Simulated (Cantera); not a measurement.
A closed system holds: 1 mol AlN, 6.4 mol H2.

Method: chemical equilibrium by Gibbs-energy minimisation in Cantera with the NASA 1993 tables (ideal gas, pure condensed phases). Candidate condensed phases: Al, AlN; 13 gas species. Rates play no part.

Stable condensed phases, one row left out:

```
T in °C \ P in Pa
               1     5.6      32     180    1000    5600   32000  180000 1000000
   2500        A       A       A       A       A       A       A       A       B
   2400        A       A       A       A       A       A       A       A       C
   2300        A       A       A       A       A       A       A       A       C
   2200        A       A       A       A       A       A       A       C       C
   2100        A       A       A       A       A       A       A       C       C
   2000        A       A       A       A       A       A       C       C       C
   1800        A       A       A       A       A       C       C       C       C
   1700        A       A       A       A       C       C       C       C       C
   1600        A       A       A       C       C       C       C       C       C
```

A: gas only; B: Al; C: AlN.

### Question
Give the row for 1900 °C.

### Answer
1: gas only; 5.6: gas only; 32: gas only; 180: gas only; 1000: gas only; 5600: gas only; 32000: AlN; 180000: AlN; 1000000: AlN.
